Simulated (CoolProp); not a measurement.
The fluoroketone C6F12O (FK-5-1-12) at several states: density (kg/m³) from the reference equation and from simpler models built on Tc = 168.7 °C, pc = 1.869 MPa, ω = 0.471; each cubic takes its own stable root.

Model: reference Helmholtz-energy equation of state, McLinden 2015, in CoolProp.

```csv
T (°C),p (MPa),phase,reference,van der Waals,Redlich-Kwong,Soave-Redlich-Kwong,Peng-Robinson
54.25,0.875,liquid,…,894.1,…,1384,1565
-41.15,0.0516,liquid,1789,8.779,1541,1615,1815
223.85,2.34,supercritical,262.9,292.3,…,…,266.4
-71.05,0.439,liquid,1870,1082,…,…,1870
```

Q: Some entries are withheld; supply them.

A: 
- 54.25, reference: 1515
- 54.25, Redlich-Kwong: 1283
- 223.85, Redlich-Kwong: 282.7
- 223.85, Soave-Redlich-Kwong: 254.6
- -71.05, Redlich-Kwong: 1607
- -71.05, Soave-Redlich-Kwong: 1667

At some of these states van der Waals gives the other phase, because its saturation line lies elsewhere.
